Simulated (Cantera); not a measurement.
Input: 1 mol CuO, 0.57 mol F2, 0.12 mol O2, held at 0.00133 bar.

Method: chemical equilibrium by Gibbs-energy minimisation in Cantera with the NASA 1993 tables (ideal gas, pure condensed phases). Candidate condensed phases: Cu, CuF2, CuO, Cu2O; 13 gas species. The numbers say what is thermodynamically allowed, not how fast it happens. All values below are at 1325 °C.

Base state: CuF 0.532, O2 0.381, CuF2 0.0830, F 0.00339, Cu 0.000314, O 0.000239 (mole fractions); condensed: gas only.

Task: What changes in the equilibrium state with this change: F2 from 0.57 to 0.79 mol?

Result: 
| species | before | after |
|---|---|---|
| O2 | 0.381 | 0.373 |
| CuF2 | 0.0830 | 0.324 |
| CuF | 0.532 | 0.278 |
| F | 0.00339 | 0.0253 |
| Cu | 0.000314 | 2.20e-5 |
| O | 0.000239 | 0.000237 |
